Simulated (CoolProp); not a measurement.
A single-stage vapour-compression cycle with carbon dioxide: evaporating at 225.15 K (dew point), condensing at 253.15 K (bubble point), superheat 0 K, subcooling 8 K, compressor efficiency 0.9, no pressure losses. Each further row changes one setting.

Model: reference Helmholtz-energy equation of state, Span 1996, in CoolProp.

```json
[
 {"case": "as stated", "cooling COP": "6.35", "pressure ratio": "2.66", "discharge temperature (K)": "291.4", "refrigerating effect (kJ/kg)": "296", "volumetric capacity (kJ/m³)": "5730"},
 {"case": "evaporating temperature 230.15 K", "cooling COP": "8.11", "pressure ratio": "2.19", "discharge temperature (K)": "283.2", "refrigerating effect (kJ/kg)": "297", "volumetric capacity (kJ/m³)": "6950"},
 {"case": "condensing temperature 248.15 K", "cooling COP": "7.98", "pressure ratio": "2.28", "discharge temperature (K)": "279.9", "refrigerating effect (kJ/kg)": "306", "volumetric capacity (kJ/m³)": "5930"},
 {"case": "subcooling 13 K", "cooling COP": "6.57", "pressure ratio": "2.66", "discharge temperature (K)": "291.4", "refrigerating effect (kJ/kg)": "306", "volumetric capacity (kJ/m³)": "5930"},
 {"case": "superheat 10 K", "cooling COP": "6.18", "pressure ratio": "2.66", "discharge temperature (K)": "303.5", "refrigerating effect (kJ/kg)": "305", "volumetric capacity (kJ/m³)": "5570"},
 {"case": "compressor efficiency 0.8", "cooling COP": "5.65", "pressure ratio": "2.66", "discharge temperature (K)": "297.0", "refrigerating effect (kJ/kg)": "296", "volumetric capacity (kJ/m³)": "5730"}
]
```
